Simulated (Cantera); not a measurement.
Cantera run, input and output.

```python
import numpy as np
import cantera as ct

gas = ct.Solution("h2o2.yaml")
gas.TPX = 700, 38000, {'H2': 1, 'O2': 0.333, 'N2': 1.2}
flame = ct.FreeFlame(gas, width=0.079)
flame.set_refine_criteria(ratio=3, slope=0.08, curve=0.16)
flame.transport_model = "mixture-averaged"
flame.solve(loglevel=0, auto=True)
z, T = flame.grid, flame.T
thick = (T[-1] - T[0]) / np.gradient(T, z).max()
show = ['H2', 'O2', 'H2O', 'OH', 'HO2', 'O']
print(f"laminar burning velocity  {flame.velocity[0] * 100:.3f} cm/s")
print(f"burnt temperature         {T[-1]:.1f} K")
print(f"thermal thickness         {thick * 1e3:.4f} mm")
print(f"grid points               {len(z)}")
z0 = z[flame.heat_release_rate.argmax()]
print(f"{'z/mm':>9s}{'T/K':>9s}{'u/(m/s)':>9s}" + "".join(f"{s:>11s}" for s in show))
rows = []
for k in (-3, -2, -1.5, -1, -0.5, -0.25, 0, 0.25, 0.5, 1, 2, 4, 8):
    zz = z0 + k * thick
    rows.append([k * thick, np.interp(zz, z, T), np.interp(zz, z, flame.velocity),
                 *(np.interp(zz, z, flame.X[gas.species_index(s)]) for s in show)])
    print(f"{rows[-1][0] * 1e3:9.3f}{rows[-1][1]:9.1f}{rows[-1][2]:9.3f}" + "".join(f"{x:11.3e}" for x in rows[-1][3:]))
```

Result:

```
laminar burning velocity  1087.445 cm/s
burnt temperature         2502.8 K
thermal thickness         1.7053 mm
grid points               135
     z/mm      T/K  u/(m/s)         H2         O2        H2O         OH        HO2          O
   -5.116    700.0   10.874  3.948e-01  1.315e-01  6.157e-13  1.091e-16  1.889e-11  9.977e-16
   -3.411    700.0   10.874  3.948e-01  1.315e-01  2.059e-11  1.745e-13  3.144e-10  1.511e-12
   -2.558    700.0   10.874  3.948e-01  1.315e-01  4.817e-10  5.805e-12  7.619e-09  4.902e-11
   -1.705    700.0   10.875  3.948e-01  1.315e-01  8.402e-08  2.022e-09  8.921e-07  1.148e-08
   -0.853    709.4   11.007  3.930e-01  1.313e-01  6.127e-04  3.491e-05  8.494e-05  1.447e-05
   -0.426    835.9   12.823  3.668e-01  1.267e-01  1.329e-02  4.267e-04  6.363e-05  4.812e-04
    0.000   1229.9   18.355  2.197e-01  7.335e-02  1.215e-01  4.020e-03  2.795e-05  7.267e-03
    0.426   1503.4   22.147  1.181e-01  1.635e-02  2.278e-01  8.459e-03  6.090e-06  9.564e-03
    0.853   1619.2   23.671  1.119e-01  9.250e-03  2.423e-01  1.034e-02  3.148e-06  8.858e-03
    1.705   1753.8   25.392  1.182e-01  7.452e-03  2.476e-01  1.217e-02  2.237e-06  7.981e-03
    3.411   1905.6   27.273  1.251e-01  5.854e-03  2.539e-01  1.360e-02  1.573e-06  6.592e-03
    6.821   2062.6   29.157  1.311e-01  4.188e-03  2.621e-01  1.407e-02  1.059e-06  4.874e-03
   13.643   2211.7   30.887  1.360e-01  2.679e-03  2.711e-01  1.324e-02  7.008e-07  3.173e-03
```

Computed with Cantera and the H2/O2 subset of GRI-Mech 3.0, which has no nitrogen chemistry. Burning velocities carry a grid error of a few per cent, more on coarse grids.
